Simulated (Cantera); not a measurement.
Charge: 1 mol PbO, 21 mol N₂, held at 1123 K and 20000 Pa.

These are equilibrium values from Cantera (NASA tables, ideal gas, pure condensed phases), not measurements of a reactor. Candidate condensed phases: Pb, PbO, PbO₂, Pb₃O₄; 12 gas species. Equilibrium is a limit: real reactors are often held back by kinetics, nucleation or transport.

**Question.** What is the equilibrium state?

**Answer.** 
```json
{
 "x(N₂)": "1.000",
 "x(PbO)": "5.72e-5",
 "x(Pb)": "9.84e-6",
 "x(O₂)": "4.64e-6",
 "n(PbO(yellow))": "0.999 mol",
 "gas_amount": "21.00 mol",
 "log10 activity of Pb(l) (absent)": "-1.97",
 "log10 activity of PbO₂(s) (absent)": "-5.45"
}
```
